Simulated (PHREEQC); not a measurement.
KOH is added in steps, without added water, to 1 kg of water holding 0.0045 mol/kgw ZnCl2, 0.039 mol/kgw NaCl and 0.12 mol/kgw NiCl2, at 25 °C. Oxygen alone is held at its pressure in air (log pO2 = -0.68). No CO2 enters from the air. The run lets Zincite(c), Zn5(OH)8Cl2, Ni(OH)2, Halite precipitate or redissolve, and no other solid.

Base run: PHREEQC, ion-association model, wateq4f.dat. Each further column changes one thing. The table gives Zn+2 (mol/kgw).

| KOH added (mol) | base | NiCl2 replaced by Ni(NO3)2 at the same molality | 0.019 mol/kgw Na2SO4 added | no solid may form |
|---|---|---|---|---|
| 0 | 0.00369 | 0.00436 | 0.00336 | 0.00369 |
| 0.04375 | 0.00366 | 0.00435 | 0.00331 | 0.000177 |
| 0.09625 | 0.00363 | 0.00435 | 0.00325 | 5.22e-5 |
| 0.14 | 0.00360 | 0.00434 | 0.00320 | 2.48e-5 |
| 0.1837 | 0.00357 | 0.00433 | 0.00315 | 1.19e-5 |
| 0.2362 | 0.00228 | ___ | 0.00210 | ___ |
| 0.28 | 1.12e-13 | 1.12e-13 | ___ | 8.75e-7 |

Question: What belongs in the gaps?

Answer: 
- 0.2362, NiCl2 replaced by Ni(NO3)2 at the same molality: 0.00404
- 0.2362, no solid may form: 3.89e-6
- 0.28, 0.019 mol/kgw Na2SO4 added: 1.20e-13

The database's Ni(OH)2 is the aged solid; a fresh precipitate is more soluble. In at least one series the solution becomes supersaturated in solids that the run did not let form, among them Zincite(c), Zn5(OH)8Cl2, Ni(OH)2. Solids allowed in the column '0.019 mol/kgw Na2SO4 added': Zincite(c), Zn4(OH)6SO4, Zn5(OH)8Cl2, Ni(OH)2, Ni4(OH)6SO4, Halite, Mirabilite, Goslarite, Morenosite.
